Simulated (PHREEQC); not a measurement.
0.57 g of hydrous ferric oxide (600 m²/g; 0.2 weak and 0.005 strong sites per Fe, Dzombak-Morel constants, diffuse double layer) in 1 kg of water with 0.001 mol/kgw of an inert sodium salt and 0.41 mmol/kgw MnCl2 and 0.005 mmol/kgw H3BO3, at 25 °C; the pH is set by adding NaOH or the inert anion's acid. No oxygen is let in. No CO2 enters from the air. Precipitation was switched off in this run.

The series has 13 steps of pH, from 3 to 9.

The numbers come from PHREEQC with the ion-association model, wateq4f.dat.

Q: Near which pH is half of the Mn sorbed, and on which side is more sorbed?

A: Near pH 7.5, with more sorbed at higher pH.

Q: At which pH does the surface charge pass through zero?

A: Near pH 8.9.

Complexes and solids missing from the database can't appear. The oxide is taken as insoluble; below pH 4 it would dissolve.
